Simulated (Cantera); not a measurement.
# Silicon etching in halogen gases: Si + Br2 + N2

A closed system holds: 1 mol Si, 0.85 mol Br2, 10 mol N2, at 0.100 bar.

Method: chemical equilibrium by Gibbs-energy minimisation in Cantera with the NASA 1993 tables (ideal gas, pure condensed phases). Candidate condensed phases: Br2, Si, Si3N4; 13 gas species. N2 is the only nitrogen source here; it is nearly inert below about 1500 K, so the nitride shown seldom forms there in practice. The tables' values for SiBr3, SiBr are old estimates; treat these amounts as uncertain. Equilibrium is a limit: real reactors are often held back by kinetics, nucleation or transport.

From 673 K to 1773 K the condensed part is Si3N4(s). The main Si-bearing gas is SiBr4 at 673 K and SiBr2 at 1773 K.

```json
[
 {"T (K)": "673", "x N2": "0.958", "x SiBr2": "<1e-12", "x SiBr4": "0.0423", "x Br": "2.09e-9", "x SiBr3": "5.01e-10", "n Si3N4(s)": "0.192"},
 {"T (K)": "773", "x N2": "0.958", "x SiBr2": "3.75e-11", "x SiBr4": "0.0423", "x Br": "7.32e-8", "x SiBr3": "2.59e-8", "n Si3N4(s)": "0.192"},
 {"T (K)": "873", "x N2": "0.958", "x SiBr2": "5.16e-9", "x SiBr4": "0.0423", "x Br": "1.14e-6", "x SiBr3": "5.38e-7", "n Si3N4(s)": "0.192"},
 {"T (K)": "973", "x N2": "0.958", "x SiBr2": "2.54e-7", "x SiBr4": "0.0423", "x Br": "1.01e-5", "x SiBr3": "5.94e-6", "n Si3N4(s)": "0.192"},
 {"T (K)": "1073", "x N2": "0.958", "x SiBr2": "5.98e-6", "x SiBr4": "0.0423", "x Br": "5.95e-5", "x SiBr3": "4.17e-5", "n Si3N4(s)": "0.192"},
 {"T (K)": "1173", "x N2": "0.957", "x SiBr2": "8.10e-5", "x SiBr4": "0.0420", "x Br": "0.000260", "x SiBr3": "0.000208", "n Si3N4(s)": "0.192"},
 {"T (K)": "1273", "x N2": "0.957", "x SiBr2": "0.000715", "x SiBr4": "0.0411", "x Br": "0.000900", "x SiBr3": "0.000789", "n Si3N4(s)": "0.191"},
 {"T (K)": "1373", "x N2": "0.953", "x SiBr2": "0.00440", "x SiBr4": "0.0375", "x Br": "0.00256", "x SiBr3": "0.00233", "n Si3N4(s)": "0.185"},
 {"T (K)": "1473", "x N2": "0.944", "x SiBr2": "0.0185", "x SiBr4": "0.0270", "x Br": "0.00594", "x SiBr3": "0.00491", "n Si3N4(s)": "0.161"},
 {"T (K)": "1573", "x N2": "0.927", "x SiBr2": "0.0463", "x SiBr4": "0.0103", "x Br": "0.0105", "x SiBr3": "0.00566", "n Si3N4(s)": "0.115"},
 {"T (K)": "1673", "x N2": "0.917", "x SiBr2": "0.0642", "x SiBr4": "0.00173", "x Br": "0.0137", "x SiBr3": "0.00316", "n Si3N4(s)": "0.0863"},
 {"T (K)": "1773", "x N2": "0.914", "x SiBr2": "0.0686", "x SiBr4": "0.000229", "x Br": "0.0156", "x SiBr3": "0.00135", "n Si3N4(s)": "0.0810"}
]
```
x: gas mole fraction; n: condensed amount in mol.
